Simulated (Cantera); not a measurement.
Mixture: CO : H2 : CH4 : O2 : N2 : CO2 = 1 : 0.87 : 0.051 : 0.494 : 1.86 : 0.29 (molar parts), equivalence ratio 2.1, at 750 Torr, adiabatic and at constant volume. Ignition delay is the time to a rise of 400 K.

Detailed kinetics in Cantera: GRI-Mech 3.0 (53 species, 325 reactions). Where the delays flatten at high temperature, the 400 K rule measures the pace of heat release, not the induction time.

### Question
Predict: delay at 1250 K; delay at 1325 K; delay at 1400 K; delay at 1475 K; delay at 1550 K; delay at 1625 K; delay at 1700 K.

### Answer
delay at 1250 K: 58.5 µs
delay at 1325 K: 41.0 µs
delay at 1400 K: 30.5 µs
delay at 1475 K: 23.9 µs
delay at 1550 K: 19.8 µs
delay at 1625 K: 17.3 µs
delay at 1700 K: 15.9 µs
